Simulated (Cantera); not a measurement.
# Thermodynamics of halide evaporation, hydrolysis and transport, feed FeCl2 + H2

Feed: 1 mol FeCl2, 180 mol H2, held at 2098.15 K.

These are equilibrium values from Cantera (NASA tables, ideal gas, pure condensed phases), not measurements of a reactor. Candidate condensed phases: Fe, FeCl2, FeCl3; 11 gas species. Kinetics and transport are ignored.

| P (Pa) | log p H2 | log p H | log p HCl | log p Fe | log p Cl | log p FeCl2 | log p FeCl | n Fe(l) |
|---|---|---|---|---|---|---|---|---|
| 0.100 | -7.06 | -6.04 | -9.16 | -8.52 | -8.28 | -16.69 | -14.69 | 0 |
| 0.720 | -5.62 | -5.32 | -7.67 | -7.58 | -7.50 | -14.19 | -12.97 | 0 |
| 5.20 | -4.48 | -4.75 | -6.47 | -6.63 | -6.88 | -11.99 | -11.39 | 0 |
| 37 | -3.51 | -4.27 | -5.48 | -5.73 | -6.37 | -10.07 | -9.98 | 0 |
| 270 | -2.60 | -3.81 | -4.56 | -4.84 | -5.90 | -8.26 | -8.63 | 0 |
| 1900 | -1.74 | -3.38 | -3.69 | -3.99 | -5.47 | -6.54 | -7.34 | 0 |
| 14000 | -0.86 | -2.94 | -2.83 | -3.12 | -5.04 | -4.81 | -6.05 | 0 |
| 100000 | -0.01 | -2.51 | -1.97 | -2.98 | -4.61 | -3.82 | -5.48 | 0.783 |
log p: log10 of the partial pressure in bar; n: condensed amount in mol.

From 0.000750 Torr to 105 Torr nothing is condensed. At 750 Torr the condensed part is Fe(l). The main Fe-bearing gas is Fe throughout.
